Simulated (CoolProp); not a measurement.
The fluid at 344.17 K and 0.717 MPa flows at 3.8 m/s in a round tube of 20 mm bore and 45 µm roughness, fully developed (64/Re and Nu = 3.66 if laminar; Colebrook and Gnielinski if turbulent). The same conditions are run with several fluids, on thermodynamics alone (safety and materials aside).

Computed with CoolProp (reference Helmholtz-energy equation of state of each fluid (CF4 (R14): Platzer 1990; propylene: Lemmon 2013; oxygen: Schmidt 1985; R152A: Outcalt 1996)). The equations of Platzer and Polt are older, rougher fits.

Problem. Rank CF4 (R14), propylene, oxygen, R152A by Reynolds number, highest first.

Solution. R152A (108000), CF4 (R14) (86200), propylene (85600), oxygen (26400)

```json
[
 {"fluid": "CF4 (R14)", "Darcy friction factor": "0.0260", "pressure drop (Pa/m)": "210", "heat-transfer coefficient (W/(m² K))": "239", "mass flow (kg/h)": "96.2"},
 {"fluid": "propylene", "Darcy friction factor": "0.0260", "pressure drop (Pa/m)": "106", "heat-transfer coefficient (W/(m² K))": "277", "mass flow (kg/h)": "48.6"},
 {"fluid": "oxygen", "Darcy friction factor": "0.0291", "pressure drop (Pa/m)": "84.3", "heat-transfer coefficient (W/(m² K))": "118", "mass flow (kg/h)": "34.5"},
 {"fluid": "R152A", "Darcy friction factor": "0.0256", "pressure drop (Pa/m)": "169", "heat-transfer coefficient (W/(m² K))": "301", "mass flow (kg/h)": "78.6"}
]
```

Above 300 K oxygen's equation is extrapolated.

Transport values come from each fluid's own correlations; those of CF4 (R14), propylene, R152A are estimates that may be off by 10 % or more.
